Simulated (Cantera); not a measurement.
An isothermal, constant-pressure homogeneous reactor starts with 3.70 % CH4, 94.9 % H2, 1.42 % O2, equivalence ratio 39, at 2675 K and 100.0 Torr.

Computed with Cantera and GRI-Mech 3.0 (53 species, 325 reactions).

One state of this run: x CH4 = 1.52e-5; x H2 = 0.858; x O2 = 2.39e-12; x C2H6 = 9.61e-12; x CO = 0.0255; x OH = 1.42e-6. x: mole fraction; the columns are a selection and need not sum to one.

Question: Which value of t (s) does it belong to?
A. 0.000316
B. 0.0100
C. 10.0
D. 3.16e-5

Answer: B, 0.0100
